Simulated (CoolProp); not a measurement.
Vapour-liquid equilibrium of CH2F2 (R32) (1) + R142b (2) at 5.55 bar; x and y are mole fractions of (1).

Computed with CoolProp (multi-fluid Helmholtz-energy mixture model, Tillner-Roth 1997 and Lemmon 2006; pair parameters Bell 2016).

Question: Give the bubble temperature and the first vapour's composition at x = 0.05, 0.5, 0.95. Is there an azeotrope?

Answer: x = 0.05: 35.8 °C, y = 0.184; x = 0.5: 2.0 °C, y = 0.829; x = 0.95: -10.3 °C, y = 0.983. No azeotrope shows between x = 0.05 and 0.95.

Pair parameters are fitted to limited data, so mixtures are less certain than the pure fluids.
